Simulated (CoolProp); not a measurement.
Saturation properties of sulfur hexafluoride.

Computed with CoolProp (reference Helmholtz-energy equation of state, Guder 2009).

```json
[
 {"T (K)": "250.4", "p (MPa)": "0.6302", "enthalpy of vaporisation (kJ/kg)": "98.00", "vapour Z": "0.8578", "liquid viscosity (µPa s)": "271"},
 {"T (K)": "255.3", "p (MPa)": "0.7385", "enthalpy of vaporisation (kJ/kg)": "95.31", "vapour Z": "0.8410", "liquid viscosity (µPa s)": "250"},
 {"T (K)": "260.2", "p (MPa)": "0.8599", "enthalpy of vaporisation (kJ/kg)": "92.46", "vapour Z": "0.8229", "liquid viscosity (µPa s)": "230"},
 {"T (K)": "265.1", "p (MPa)": "0.9955", "enthalpy of vaporisation (kJ/kg)": "89.44", "vapour Z": "0.8034", "liquid viscosity (µPa s)": "212"},
 {"T (K)": "270.1", "p (MPa)": "1.149", "enthalpy of vaporisation (kJ/kg)": "86.15", "vapour Z": "0.7819", "liquid viscosity (µPa s)": "195"},
 {"T (K)": "275", "p (MPa)": "1.317", "enthalpy of vaporisation (kJ/kg)": "82.69", "vapour Z": "0.7592", "liquid viscosity (µPa s)": "179"},
 {"T (K)": "279.9", "p (MPa)": "1.502", "enthalpy of vaporisation (kJ/kg)": "78.95", "vapour Z": "0.7346", "liquid viscosity (µPa s)": "164"},
 {"T (K)": "284.8", "p (MPa)": "1.705", "enthalpy of vaporisation (kJ/kg)": "74.90", "vapour Z": "0.7079", "liquid viscosity (µPa s)": "150"},
 {"T (K)": "289.7", "p (MPa)": "1.928", "enthalpy of vaporisation (kJ/kg)": "70.45", "vapour Z": "0.6786", "liquid viscosity (µPa s)": "137"},
 {"T (K)": "294.7", "p (MPa)": "2.178", "enthalpy of vaporisation (kJ/kg)": "65.39", "vapour Z": "0.6457", "liquid viscosity (µPa s)": "125"},
 {"T (K)": "299.6", "p (MPa)": "2.445", "enthalpy of vaporisation (kJ/kg)": "59.76", "vapour Z": "0.6093", "liquid viscosity (µPa s)": "112"},
 {"T (K)": "304.5", "p (MPa)": "2.738", "enthalpy of vaporisation (kJ/kg)": "53.18", "vapour Z": "0.5675", "liquid viscosity (µPa s)": "100.0"}
]
```

Viscosity comes from a separate model (Quiñones-Cisneros 2012).
